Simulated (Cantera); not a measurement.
Cantera run:

```python
import numpy as np
import cantera as ct

gas_names = """
    H H2O2
""".split()
cond_names = """
    Na2SO4(V) Na2SO4(IV) Na2SO4(I) Na2SO4(L) Na2S(1) Na2S(2) Na2S(L)
""".split()


def load(file, names, dense=False):
    # The tables refer to 1 bar. Condensed volumes are neglected.
    table = {s.name: s for s in ct.Species.list_from_file(file)}
    out = []
    for n in names:
        d = dict(table[n].input_data)
        d["thermo"] = dict(d["thermo"], **{"reference-pressure": 1e5})
        if dense:
            d["equation-of-state"] = {"model": "constant-volume", "density": "1e6 g/cm^3"}
        out.append(ct.Species.from_dict(d))
    return out


species = {s.name: s for s in load("nasa_gas.yaml", gas_names) + load("nasa_condensed.yaml", cond_names)}
# Each term lists the table entries of one substance; the one whose range holds T is used.
reactions = {
    '4 H(g) + Na2SO4 = 2 H2O2(g) + Na2S':
        [(-4, ['H']), (-1, ['Na2SO4(V)', 'Na2SO4(IV)', 'Na2SO4(I)', 'Na2SO4(L)']), (2, ['H2O2']), (1, ['Na2S(1)', 'Na2S(2)', 'Na2S(L)'])],
}


def pick(names, T):
    return next(species[n] for n in names if species[n].thermo.min_temp <= T <= species[n].thermo.max_temp)


results = []
for label, terms in reactions.items():
    print(label)
    print("     T/K   dH/kJ  dS/(J/K)   dG/kJ   log10 K")
    for T in [300, 1823, 1873, 1923, 1973, 2023, 2073, 2123]:
        used = [(nu, pick(names, T)) for nu, names in terms]
        dH = sum(nu * s.thermo.h(T) for nu, s in used) / 1e6
        dS = sum(nu * s.thermo.s(T) for nu, s in used) / 1e3
        dG = dH - T * dS / 1e3
        logK = -dG * 1e6 / (ct.gas_constant * T * np.log(10))
        results.append((label, T, dH, dS, dG, logK, [s.name for _, s in used]))
        print(f"{T:8g} {dH:8.1f} {dS:8.1f} {dG:8.1f} {logK:8.2f}")
```

It prints:

```
4 H(g) + Na2SO4 = 2 H2O2(g) + Na2S
     T/K   dH/kJ  dS/(J/K)   dG/kJ   log10 K
     300   -123.0    -43.4   -110.0    19.14
    1823   -203.6   -158.6     85.6    -2.45
    1873   -205.7   -159.8     93.5    -2.61
    1923   -207.8   -160.9    101.6    -2.76
    1973   -209.8   -161.9    109.6    -2.90
    2023   -211.9   -162.9    117.8    -3.04
    2073   -213.8   -163.9    125.9    -3.17
    2123   -215.8   -164.8    134.1    -3.30
```

Source: NASA polynomial tables (part measured, part estimated), evaluated in Cantera. Condensed species are held in their standard states even where they would react or evaporate.
